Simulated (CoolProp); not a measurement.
A simple Rankine cycle with R236EA: condensing at 298.15 K, boiler at 2.5 MPa, turbine inlet 411 K, turbine efficiency 0.85, pump efficiency 0.7, no recuperator. Each further row changes one setting.

Model: reference Helmholtz-energy equation of state, Rui 2013, in CoolProp.

```tsv
case	thermal efficiency (%)	net work (kJ/kg)	heat in (kJ/kg)	turbine exit temperature (K)	volume ratio over the turbine
as stated	14.7	34.4	233	345.5	14.6
condensing temperature 290.15 K	15.9	38.7	243	340.1	19.4
boiler pressure 1.75 MPa	13.2	32.5	246	360.4	9.08
turbine efficiency 0.75	12.9	30.1	233	350.0	14.9
```
